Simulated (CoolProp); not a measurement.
A closed Brayton cycle with carbon dioxide: compressor inlet 324.15 K and 9.9 MPa, high pressure 33.6 MPa, turbine inlet 740 K, compressor efficiency 0.8, turbine efficiency 0.85, recuperator effectiveness 0 (on enthalpy, no pinch check). Each further row changes one setting.

Model: reference Helmholtz-energy equation of state, Span 1996, in CoolProp.

```json
[
 {"case": "as stated", "thermal efficiency (%)": "15.2", "net work (kJ/kg)": "71.3", "compressor to turbine work": "0.46", "compressor exit (K)": "408.0", "turbine exit (K)": "609.3"},
 {"case": "turbine inlet 690 K", "thermal efficiency (%)": "14.8", "net work (kJ/kg)": "60.1", "compressor to turbine work": "0.50", "compressor exit (K)": "408.0", "turbine exit (K)": "563.7"},
 {"case": "compressor inlet 334.15 K", "thermal efficiency (%)": "14.1", "net work (kJ/kg)": "59.2", "compressor to turbine work": "0.55", "compressor exit (K)": "435.6", "turbine exit (K)": "609.3"},
 {"case": "high pressure 28.6 MPa", "thermal efficiency (%)": "13.7", "net work (kJ/kg)": "66.3", "compressor to turbine work": "0.42", "compressor exit (K)": "396.3", "turbine exit (K)": "626.0"},
 {"case": "recuperator effectiveness 0.5", "thermal efficiency (%)": "20.3", "net work (kJ/kg)": "71.3", "compressor to turbine work": "0.46", "compressor exit (K)": "408.0", "turbine exit (K)": "609.3"}
]
```
